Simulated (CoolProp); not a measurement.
Computed with CoolProp (reference Helmholtz-energy equation of state, Leachman 2009).

### Question
For normal hydrogen, give the phase and the cp (kJ/(kg K)), speed of sound (m/s) at 98.8 K and 9.23 bar.

### Answer
- 98.8 K and 9.23 bar: gas; cp 11.5, speed of sound 811
